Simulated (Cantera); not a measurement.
Cantera run:

```python
import numpy as np
import cantera as ct

gas_names = """
    N N2 Si SiN Si2 Si2N Si3
""".split()
cond_names = """
    Si(cr) Si(L) Si3N4(a)
""".split()


# ... load() reads the species with a 1 bar reference pressure and builds the phases ...
atoms = {
    'Si3N4': {'Si': 3, 'N': 4},
    'N2': {'N': 2},
}
top_T = {'Si3N4(a)': 2400}  # K; cautious upper limits of use, not melting points


# ... equilibrate(T, P, feed) seeds the gas with the atoms and calls Mixture.equilibrate('TP', solver="vcs", rtol=1e-11, max_steps=5000) ...
results = []
feed = {'Si3N4': 1, 'N2': 3.6}  # mol
T = 1700  # K
P = 133.322  # Pa
mix = equilibrate(T, P, feed)
results.append((T, P, feed, dict(zip(mix.species_names, mix.species_moles))))
print(gas.report(threshold=1e-06))
for i in range(1, mix.n_phases):
    print(f"{mix.phase(i).name:16s} {mix.phase_moles(i):12.5e} mol")
```

Result:

```
       temperature   1700 K
          pressure   133.32 Pa
           density   0.00026425 kg/m^3
  mean mol. weight   28.015 kg/kmol
   phase of matter   gas

                          1 kg             1 kmol
                     ---------------   ---------------
          enthalpy        1.6283e+06        4.5618e+07  J
   internal energy        1.1238e+06        3.1483e+07  J
           entropy             10755        3.0131e+05  J/K
    Gibbs function       -1.6655e+07       -4.6661e+08  J
 heat capacity c_p            1261.5             35341  J/K
 heat capacity c_v             964.7             27026  J/K

                      mass frac. Y      mole frac. X     chem. pot. / RT
                     ---------------   ---------------   ---------------
                N2           0.99942           0.99946           -33.026
                Si        0.00051023        0.00050896           -4.9236
               SiN        1.6905e-05        1.1252e-05           -21.437
               Si2        4.4738e-06        2.2313e-06           -9.8473
              Si2N        5.0887e-05        2.0314e-05            -26.36
     [   +2 minor]        1.6906e-06        5.6227e-07

Si(L)             2.99682e+00 mol
Si3N4(a)          0.00000e+00 mol
```

These are equilibrium values from Cantera (NASA tables, ideal gas, pure condensed phases), not measurements of a reactor. The tables' values for SiN are old estimates; treat these amounts as uncertain.
